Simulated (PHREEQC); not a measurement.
Dissolve 0.0059 mol/kgw Ca(OH)2 and 0.0022 mol/kgw KCl at 70 °C. Closed to the air; pH follows from the charge balance.

Model: ion-association model, phreeqc.dat, run in PHREEQC.

The pH comes out as 10.79. The ionic strength is 0.0198 mol/kgw and the specific conductance is 6540 µS/cm. The total alkalinity comes out as 11.8 meq/kg.

```csv
species,molality,activity,log γ
OH-,0.0118,0.0101,-0.067
Ca+2,0.00586,0.00329,-0.251
Cl-,0.00220,0.00189,-0.067
K+,0.00220,0.00188,-0.067
CaOH+,3.96e-5,3.40e-5,-0.066
```

Precipitation was switched off in this run. Species that the database lacks are ignored. Away from 25 °C the constants follow the database's enthalpies or fits; those with neither stay at their 25 °C values.
